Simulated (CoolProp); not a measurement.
Vapour-liquid equilibrium of CHF3 (R23) (1) + R125 (2) at -92.15 °C; x and y are mole fractions of (1).

Computed with CoolProp (multi-fluid Helmholtz-energy mixture model, Penoncello 2003 and Lemmon 2005; pair parameters Bell 2016).

```csv
x,bubble pressure (MPa),y at the bubble point,dew pressure at overall composition x (MPa),liquid density (mol/L)
0.05,0.008491,0.314,0.006401,14.12
0.2,0.01594,0.691,0.007440,14.94
0.35,0.02349,0.829,0.008884,15.85
0.5,0.03087,0.898,0.01103,16.86
0.65,0.03797,0.941,0.01454,17.98
0.8,0.04490,0.970,0.02138,19.24
0.95,0.05189,0.993,0.03994,20.67
```

No azeotrope shows between x = 0.05 and 0.95.

The pair parameters rest on a limited set of measurements; away from them the model extrapolates.
